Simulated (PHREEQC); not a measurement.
Synthetic water in mg/L, 25 °C, pH 6.72, pe 8.6: Na 0.165; K 0.00615; Ca 0.149; Mg 0.00122; Cl 0.167; S(6) as SO4 0.303; Alkalinity as HCO3 0.259; Br 0.000196; N(5) as NO3 0.000489; O(0) (dissolved oxygen) 0.000545; F 0.000833; Si as SiO2 0.00453; Li 0.000186.

Valence states are taken as typed.

Equilibrium calculation in PHREEQC: ion-association model, phreeqc.dat.

Each row changes one thing in this solution. This is a speciation only: nothing precipitates in the calculation.

| case | HCO3- (mol/kgw) | CO2 (mol/kgw) | CaSO4 (mol/kgw) | CO3-2 (mol/kgw) | CaHCO3+ (mol/kgw) | NaSO4- (mol/kgw) | SI of Quartz (SiO2) |
|---|---|---|---|---|---|---|---|
| as made | 4.38e-6 | 1.87e-6 | 1.99e-9 | 1.10e-9 | 2.03e-10 | 1.11e-10 | -3.14 |
| N(5) from 0.000489 to 0.000244 mg/L | 4.38e-6 | 1.87e-6 | 1.99e-9 | 1.10e-9 | 2.03e-10 | 1.11e-10 | -3.14 |
| all concentrations times 4 at the same typed pH | 1.72e-5 | 7.28e-6 | 3.04e-8 | 4.37e-9 | 3.11e-9 | 1.73e-9 | -2.54 |
| pH from 6.72 to 7.02 at the same alkalinity | 4.23e-6 | 9.03e-7 | 1.99e-9 | 2.11e-9 | 1.96e-10 | 1.11e-10 | -3.14 |
| pH from 6.72 to 7.22 at the same alkalinity | 4.13e-6 | 5.56e-7 | 1.99e-9 | 3.27e-9 | 1.92e-10 | 1.11e-10 | -3.14 |

SiF6-2 is the database's only silicon fluoride.
